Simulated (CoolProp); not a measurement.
Vapour pressure (MPa) of diethyl ether: the reference equation beside estimates from Tc = 194.7 °C, pc = 3.717 MPa, ω = 0.282. Clausius-Clapeyron is anchored at 84.55 °C with a constant enthalpy of vaporisation of 22.91 kJ/mol.

Values from CoolProp's reference Helmholtz-energy equation of state, Thol 2014.

```tsv
T (°C)	reference	Lee-Kesler	Clausius-Clapeyron	van der Waals	Soave-Redlich-Kwong	Peng-Robinson
62.15	0.2468	0.2456	0.2701	0.8389	0.2455	0.2441
65.85	0.2744	0.2734	0.2955	0.8862	0.2732	0.2714
69.65	0.3052	0.3043	0.3233	0.9364	0.3042	0.3018
73.35	0.3377	0.3369	0.3523	0.9871	0.3369	0.3340
77.05	0.3726	0.3720	0.3832	1.040	0.3722	0.3686
80.85	0.4113	0.4109	0.4169	1.095	0.4112	0.4071
84.55	0.4519	0.4516	0.4519	1.151	0.4522	0.4473
88.25	0.4953	0.4952	0.4890	1.209	0.4962	0.4906
92.05	0.5432	0.5432	0.5293	1.270	0.5447	0.5382
95.75	0.5929	0.5931	0.5709	1.332	0.5952	0.5879
99.45	0.6461	0.6464	0.6149	1.395	0.6492	0.6410
103.25	0.7042	0.7048	0.6625	1.462	0.7084	0.6992
106.95	0.7645	0.7652	0.7115	1.529	0.7698	0.7596
110.75	0.8304	0.8312	0.7644	1.600	0.8369	0.8257
114.45	0.8984	0.8994	0.8186	1.671	0.9063	0.8942
```

Absolute difference from the reference over all 15 rows, mean and median: Lee-Kesler 0.1 and 0.1 %, Clausius-Clapeyron 4.9 and 4.8 %, van der Waals 151.1 and 144.1 %, Soave-Redlich-Kwong 0.4 and 0.4 %, Peng-Robinson 0.9 and 0.9 %.
